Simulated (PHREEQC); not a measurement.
# Nickel, zinc or cadmium bath: an equilibrium model

Make-up at 20 °C: 0.23 mol Ni(NO3)2, 0.0013 mol Na2SO4 and 0.3 mol HCl per kg of water. Closed to the air; pH follows from the charge balance.

The numbers come from PHREEQC with the ion-association model, wateq4f.dat.

Each row changes one thing in this solution. Precipitation was switched off in this run.

```tsv
case	pH	ionic strength (mol/kgw)	Cl- (mol/kgw)
as made	0.65	0.893	0.245
HCl from 0.3 to 0.03 mol/kgw	1.65	0.712	0.0258
diluted 5-fold with water	1.32	0.194	0.0577
temperature from 20 to 15 °C	0.65	0.892	0.245
Na2SO4 left out	0.65	0.891	0.245
Ni(NO3)2 left out	0.63	0.302	0.300
HCl from 0.3 to 0.45 mol/kgw	0.48	0.987	0.362
temperature from 20 to 85 °C	0.67	0.905	0.252
```

The ionic strength passes 0.7 mol/kgw, the rough limit of the ion-association models, in as made; HCl from 0.3 to 0.03 mol/kgw; temperature from 20 to 15 °C; Na2SO4 left out; HCl from 0.3 to 0.45 mol/kgw; temperature from 20 to 85 °C. At this temperature some constants are extrapolated from 25 °C, and those without enthalpy data are left unchanged.
